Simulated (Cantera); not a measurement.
A perfectly stirred reactor is fed with H₂ : O₂ : N₂ = 1.5 : 1 : 0.78 (molar parts), equivalence ratio 0.75, at 150 Torr; it is held at 1400 K, and followed from long to short residence time.

Model: GRI-Mech 3.0 (53 species, 325 reactions), integrated in Cantera. The temperature is held fixed by assumption; the heat of reaction is taken as removed at once.

Q: What does this change do: N2 0.78 to 5.1 parts?

A: 
```
quantity                  before     after
----------------------  --------  --------
x(H₂) at τ = 6.50 s     0.000119  0.000125
x(O₂) at τ = 6.50 s       0.0987    0.0364
x(H) at τ = 6.50 s       4.77e-6   1.07e-5
x(H₂O) at τ = 6.50 s       0.592     0.219
x(H₂O₂) at τ = 6.50 s    2.04e-7   8.56e-8
x(H₂) at τ = 88.0 ms     0.00211   0.00215
x(O₂) at τ = 88.0 ms      0.0988    0.0369
x(H) at τ = 88.0 ms     0.000367  0.000791
x(H₂O) at τ = 88.0 ms      0.588     0.215
x(H₂O₂) at τ = 88.0 ms   1.33e-6   4.89e-7
```

Q: What does this change do: N2 0.78 to 6.2 parts?

A: 
```csv
quantity,before,after
x(H₂) at τ = 6.50 s,0.000119,0.000127
x(O₂) at τ = 6.50 s,0.0987,0.0314
x(H) at τ = 6.50 s,4.77e-6,1.20e-5
x(H₂O) at τ = 6.50 s,0.592,0.188
x(H₂O₂) at τ = 6.50 s,2.04e-7,7.52e-8
x(H₂) at τ = 88.0 ms,0.00211,0.00214
x(O₂) at τ = 88.0 ms,0.0988,0.0319
x(H) at τ = 88.0 ms,0.000367,0.000868
x(H₂O) at τ = 88.0 ms,0.588,0.185
x(H₂O₂) at τ = 88.0 ms,1.33e-6,4.22e-7
```
